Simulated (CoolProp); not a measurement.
Normal hydrogen along the isotherm 34.7 K: fugacity coefficient from the reference equation and from simpler models built on Tc = 33.1 K, pc = 1296 kPa, ω = -0.219; each cubic takes its own stable root.

Model: reference Helmholtz-energy equation of state, Leachman 2009, in CoolProp.

```json
[
 {"p (kPa)": "10.2", "phase": "gas", "reference": "0.9977", "Redlich-Kwong": "0.9977", "Peng-Robinson": "0.9973"},
 {"p (kPa)": "17.3", "phase": "gas", "reference": "0.9962", "Redlich-Kwong": "0.9960", "Peng-Robinson": "0.9954"},
 {"p (kPa)": "29.2", "phase": "gas", "reference": "0.9935", "Redlich-Kwong": "0.9933", "Peng-Robinson": "0.9923"},
 {"p (kPa)": "49.3", "phase": "gas", "reference": "0.9891", "Redlich-Kwong": "0.9887", "Peng-Robinson": "0.9870"},
 {"p (kPa)": "83.1", "phase": "gas", "reference": "0.9816", "Redlich-Kwong": "0.9809", "Peng-Robinson": "0.9782"},
 {"p (kPa)": "140", "phase": "gas", "reference": "0.9691", "Redlich-Kwong": "0.9680", "Peng-Robinson": "0.9634"},
 {"p (kPa)": "237", "phase": "gas", "reference": "0.9479", "Redlich-Kwong": "0.9461", "Peng-Robinson": "0.9385"},
 {"p (kPa)": "400", "phase": "gas", "reference": "0.9125", "Redlich-Kwong": "0.9096", "Peng-Robinson": "0.8974"},
 {"p (kPa)": "674", "phase": "gas", "reference": "0.8534", "Redlich-Kwong": "0.8494", "Peng-Robinson": "0.8302"},
 {"p (kPa)": "1140", "phase": "gas", "reference": "0.7531", "Redlich-Kwong": "0.7487", "Peng-Robinson": "0.7199"},
 {"p (kPa)": "1920", "phase": "supercritical", "reference": "0.5692", "Redlich-Kwong": "0.5758", "Peng-Robinson": "0.5362"},
 {"p (kPa)": "3240", "phase": "supercritical", "reference": "0.4043", "Redlich-Kwong": "0.4152", "Peng-Robinson": "0.3772"}
]
```
